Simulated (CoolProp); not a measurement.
Vapour-liquid equilibrium of benzene (1) + n-heptane (2) at 0.611 bar; x and y are mole fractions of (1).

Computed with CoolProp (multi-fluid Helmholtz-energy mixture model, Thol 2012 and Span 2003; pair parameters Bell 2016).

Task: Give the bubble temperature and the first vapour's composition at x = 0.5, 0.725, 0.95. Is there an azeotrope?

Result: x = 0.5: 341.9 K, y = 0.654; x = 0.725: 339.2 K, y = 0.801; x = 0.95: 337.8 K, y = 0.956. No azeotrope shows between x = 0.05 and 0.95.

Pair parameters are fitted to limited data, so mixtures are less certain than the pure fluids.
